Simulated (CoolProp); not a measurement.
Vapour-liquid equilibrium of cyclohexane (1) + toluene (2) at 2.4 bar; x and y are mole fractions of (1).

Computed with CoolProp (multi-fluid Helmholtz-energy mixture model, Zhou 2014 and Lemmon 2006; pair parameters Bell 2016).

**Question.** Give the bubble temperature and the first vapour's composition at x = 0.35, 0.5, 0.875. Is there an azeotrope?

**Answer.** x = 0.35: 127.6 °C, y = 0.541; x = 0.5: 123.0 °C, y = 0.674; x = 0.875: 114.6 °C, y = 0.924. No azeotrope shows between x = 0.05 and 0.95.

Pair parameters are fitted to limited data, so mixtures are less certain than the pure fluids.
